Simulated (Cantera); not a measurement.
Mixture: CH4 : O2 : N2 : H2O = 1 : 2 : 7.52 : 2.8 (molar parts), equivalence ratio 1.0, at 100000 Pa, adiabatic and at constant volume. Ignition delay is the time to a rise of 400 K.

Computed with Cantera and GRI-Mech 3.0 (53 species, 325 reactions).

Question: What does this change do: constant pressure in place of constant volume?

Answer: 
```
quantity                                                before       after
--------------------------------------------------  ----------  ----------
delay at 1223 K                                        50.7 ms     53.1 ms
delay at 1423 K                                        4.20 ms     4.45 ms
delay at 1623 K                                       0.490 ms    0.517 ms
delay at 1823 K                                        99.4 µs    0.105 ms
apparent activation energy between 1723 and 1923 K  190 kJ/mol  180 kJ/mol
```

Question: What does this change do: pressure from 100000 Pa to 500000 Pa?

Answer: 
```csv
quantity,before,after
delay at 1223 K,50.7 ms,9.00 ms
delay at 1423 K,4.20 ms,1.06 ms
delay at 1623 K,0.490 ms,0.144 ms
delay at 1823 K,99.4 µs,26.6 µs
apparent activation energy between 1723 and 1923 K,190 kJ/mol,200 kJ/mol
```
